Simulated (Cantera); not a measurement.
# Chlorosilane synthesis and conversion: Si + Cl2 + H2

Feed: 1 mol Si, 0.99 mol Cl2, 7.1 mol H2, held at 16000 Pa.

Cantera equilibrium calculation (NASA polynomials, part measured and part estimated; ideal gas, pure solids and liquids). Candidate condensed phases: Si; 19 gas species. The tables' values for SiCl3 are old estimates; treat these amounts as uncertain. Rates play no part.

| T (K) | x H2 | x HCl | x SiCl4 | x SiCl2 | x SiHCl3 | x SiCl3 | n Si(s) |
|---|---|---|---|---|---|---|---|
| 775 | 0.927 | 0.00129 | 0.0480 | 1.69e-6 | 0.0224 | 2.39e-5 | 0.462 |
| 850 | 0.926 | 0.00341 | 0.0479 | 1.49e-5 | 0.0216 | 0.000100 | 0.467 |
| 925 | 0.923 | 0.00765 | 0.0472 | 9.15e-5 | 0.0207 | 0.000330 | 0.476 |
| 1000 | 0.918 | 0.0150 | 0.0455 | 0.000419 | 0.0195 | 0.000888 | 0.490 |
| 1075 | 0.909 | 0.0265 | 0.0422 | 0.00151 | 0.0180 | 0.00201 | 0.508 |
| 1150 | 0.896 | 0.0424 | 0.0366 | 0.00442 | 0.0157 | 0.00385 | 0.529 |
| 1225 | 0.879 | 0.0618 | 0.0286 | 0.0106 | 0.0127 | 0.00620 | 0.544 |
| 1300 | 0.860 | 0.0820 | 0.0190 | 0.0208 | 0.00910 | 0.00817 | 0.548 |
| 1375 | 0.843 | 0.0987 | 0.0102 | 0.0333 | 0.00557 | 0.00861 | 0.539 |
| 1450 | 0.831 | 0.109 | 0.00450 | 0.0443 | 0.00295 | 0.00739 | 0.524 |
x: gas mole fraction; n: condensed amount in mol.

From 775 K to 1450 K the condensed part is Si(s). The main Si-bearing gas is SiCl4 at 775 K and SiCl2 at 1450 K. The share of Si in condensed phases is highest at 1300 K (54.8 %) and lowest at 775 K (46.2 %).
